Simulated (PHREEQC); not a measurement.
A solution holds 0.059 mol NaHF2 per kg of water, at 25 °C. Closed to the air; pH follows from the charge balance.

All values are PHREEQC results (ion-association model, phreeqc.dat), not measurements.

Each row changes one thing in this solution. No solid was allowed to form.

```tsv
case	pH	ionic strength (mol/kgw)	F- (mol/kgw)	HF (mol/kgw)	HF2- (mol/kgw)	NaF (mol/kgw)
as made	3.08	0.0589	0.0496	0.0487	0.00928	0.00106
diluted 100-fold with water	3.59	0.000857	…	0.000322	1.06e-6	2.72e-7
diluted 2-fold with water	3.12	0.0300	0.0273	0.0259	0.00272	0.000328
NaHF2 from 0.059 to 0.0295 mol/kgw	3.12	0.0300	0.0273	0.0259	0.00272	0.000328
diluted 10-fold with water	3.23	…	0.00639	…	0.000126	1.82e-5
NaHF2 from 0.059 to 0.295 mol/kgw	2.95	0.284	0.169	0.179	0.115	0.0128
temperature from 25 to 80 °C	3.53	0.0584	0.0483	0.0486	0.0100	…
diluted 5-fold with water	3.18	0.0125	0.0120	0.0106	0.000487	6.42e-5
```

### Question
Fill in the missing entries.

### Answer

- diluted 100-fold with water, F- (mol/kgw): 0.000856
- diluted 10-fold with water, ionic strength (mol/kgw): 0.00651
- diluted 10-fold with water, HF (mol/kgw): 0.00514
- temperature from 25 to 80 °C, NaF (mol/kgw): 0.000990

At this temperature some constants are extrapolated from 25 °C, and those without enthalpy data are left unchanged.
